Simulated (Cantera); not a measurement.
Input: 1 mol BF3, 3.7 mol H2O, 190 mol H2, equilibrated at 75.0 Torr.

Cantera equilibrium calculation (NASA polynomials, part measured and part estimated; ideal gas, pure solids and liquids). Candidate condensed phases: B, B2O3, B3O3H3, H2O; 43 gas species. Gases not in the tables: H3BO3. Kinetics and transport are ignored.

Question: Which condensed phases are stable at each of these points (T (°C)): 827, 877, 927, 977, 1027, 1077, 1127, 1177?

Answer: 
```json
[
 {"T (°C)": "827", "condensed phases": "B2O3(l)", "B condensed (%)": "58.9"},
 {"T (°C)": "877", "condensed phases": "B2O3(l)", "B condensed (%)": "58.0"},
 {"T (°C)": "927", "condensed phases": "B2O3(l)", "B condensed (%)": "51.4"},
 {"T (°C)": "977", "condensed phases": "B2O3(l)", "B condensed (%)": "35.5"},
 {"T (°C)": "1027", "condensed phases": "B2O3(l)", "B condensed (%)": "6.5"},
 {"T (°C)": "1077", "condensed phases": "gas only", "B condensed (%)": "0.0"},
 {"T (°C)": "1127", "condensed phases": "gas only", "B condensed (%)": "0.0"},
 {"T (°C)": "1177", "condensed phases": "gas only", "B condensed (%)": "0.0"}
]
```

From 827 °C to 1027 °C the condensed part is B2O3(l). From 1077 °C to 1177 °C nothing is condensed.
